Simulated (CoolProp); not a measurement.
Properties of n-nonane along the isotherm 600 K (Tc = 594.5 K, pc = 2.282 MPa, ω = 0.443).

Computed with CoolProp (reference Helmholtz-energy equation of state, Lemmon 2006). It is a short technical equation, of lower accuracy than the large ones.

| p (MPa) | phase | Joule-Thomson coefficient (K/MPa) | Prandtl number |
|---|---|---|---|
| 0.018 | gas | 7.573 | 0.747 |
| 0.037 | gas | 7.610 | 0.747 |
| 0.0761 | gas | 7.685 | 0.747 |
| 0.156 | gas | 7.846 | 0.747 |
| 0.321 | gas | 8.205 | 0.748 |
| 0.659 | gas | ? | 0.753 |
| 1.35 | gas | 11.92 | ? |
| 2.78 | supercritical | ? | 2.91 |
| 5.7 | supercritical | 0.8183 | 2.88 |

Q: Fill in the missing entries.

A: 
- 0.659, Joule-Thomson coefficient (K/MPa): 9.084
- 1.35, Prandtl number: 0.798
- 2.78, Joule-Thomson coefficient (K/MPa): 5.988

Viscosity comes from a separate model (Huber 2004). Thermal conductivity comes from a separate model (Huber 2005).
